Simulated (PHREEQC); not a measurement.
# Hard or scaling water (model solution)

Consider water at 48 °C with 0.0067 mol CaSO4, 0.00052 mol CO2 and 9.8e-05 mol MgSO4 per kg of water. Closed to the air; pH follows from the charge balance.

All values are PHREEQC results (Pitzer model, pitzer.dat), not measurements.

Each row changes one thing in this solution. Precipitation was switched off in this run.

```tsv
case	pH	HSO4- (mol/kgw)	SI of Gypsum (CaSO4:2H2O)
as made	4.88	7.78e-6	-0.45
CaSO4 from 0.0067 to 0.0134 mol/kgw	4.92	1.13e-5	-0.07
MgSO4 left out	4.88	7.70e-6	-0.46
diluted 10-fold with water	(withheld)	4.69e-7	-1.95
diluted 2-fold with water	5.01	(withheld)	-0.86
CO2 left out	6.73	1.10e-7	-0.45
temperature from 48 to 80 °C	5.00	1.48e-5	-0.37
```

Q: Complete the blanks.

A: 
- diluted 10-fold with water, pH: 5.33
- diluted 2-fold with water, HSO4- (mol/kgw): 3.57e-6

Constants without temperature data keep their 25 °C values here.
